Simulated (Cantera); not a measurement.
Equilibrium for calcination and drying: CaCO3 + CO2 + H2O

Input: 1 mol CaCO3, 1.3 mol CO2, 0.18 mol H2O, equilibrated at 1.00 Torr.

These are equilibrium values from Cantera (NASA tables, ideal gas, pure condensed phases), not measurements of a reactor. Candidate condensed phases: C, C6H6, C7H8, C8H18, Ca, CaCO3, CaO, Ca(OH)2, H2O; 115 gas species. The numbers say what is thermodynamically allowed, not how fast it happens.

From 900 K to 1550 K the condensed part is CaO(s).

| T (K) | log p CO2 | log p H2O | log p CO | log p O2 | log p OH | n CaO(s) |
|---|---|---|---|---|---|---|
| 900 | -2.91 | -4.01 | -9.77 | -10.00 | -11.72 | 1.00 |
| 950 | -2.91 | -4.01 | -9.18 | -9.43 | -11.08 | 1.00 |
| 1000 | -2.91 | -4.01 | -8.66 | -8.92 | -10.51 | 1.00 |
| 1050 | -2.91 | -4.01 | -8.19 | -8.46 | -9.99 | 1.00 |
| 1100 | -2.91 | -4.01 | -7.76 | -8.04 | -9.51 | 1.00 |
| 1150 | -2.91 | -4.01 | -7.37 | -7.65 | -9.08 | 1.00 |
| 1200 | -2.91 | -4.01 | -7.02 | -7.30 | -8.69 | 1.00 |
| 1250 | -2.91 | -4.01 | -6.69 | -6.97 | -8.32 | 1.00 |
| 1300 | -2.91 | -4.01 | -6.39 | -6.67 | -7.99 | 1.00 |
| 1350 | -2.91 | -4.01 | -6.11 | -6.40 | -7.67 | 1.00 |
| 1400 | -2.91 | -4.01 | -5.85 | -6.14 | -7.38 | 1.00 |
| 1450 | -2.91 | -4.02 | -5.61 | -5.90 | -7.12 | 1.00 |
| 1500 | -2.91 | -4.02 | -5.38 | -5.68 | -6.86 | 1.00 |
| 1550 | -2.91 | -4.02 | -5.17 | -5.47 | -6.63 | 1.00 |
log p: log10 of the partial pressure in bar; n: condensed amount in mol.
